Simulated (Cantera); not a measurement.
An isothermal, constant-pressure homogeneous reactor starts with H₂ : O₂ = 0.44 : 1 (molar parts), at 1400 K and 21.0 Torr. Integrator tolerance rtol = 1e-08.

Cantera simulation using the H2/O2 subset of GRI-Mech 3.0, which has no nitrogen chemistry; the numbers are that mechanism's predictions, not measurements. Radical loss at walls, strong at low pressure, is not modelled. The temperature is held fixed by assumption; the heat of reaction is taken as removed at once.

Problem. What does this change do: pressure from 21.0 Torr to 0.825 Torr?

Solution. 
```
quantity                                              before                                     after
-----------------  -----------------------------------------  ----------------------------------------
x(H₂) at 40.0 s      1.23e-6 (gas-phase equilibrium 1.23e-6)   6.62e-5 (gas-phase equilibrium 6.18e-6)
x(O₂) at 40.0 s          0.639 (gas-phase equilibrium 0.639)       0.639 (gas-phase equilibrium 0.639)
x(H₂O₂) at 40.0 s    5.39e-9 (gas-phase equilibrium 5.39e-9)   3.28e-9 (gas-phase equilibrium 1.07e-9)
x(O) at 40.0 s       4.55e-6 (gas-phase equilibrium 4.55e-6)  0.000246 (gas-phase equilibrium 2.30e-5)
x(OH) at 40.0 s    0.000189 (gas-phase equilibrium 0.000189)  0.00139 (gas-phase equilibrium 0.000425)
```
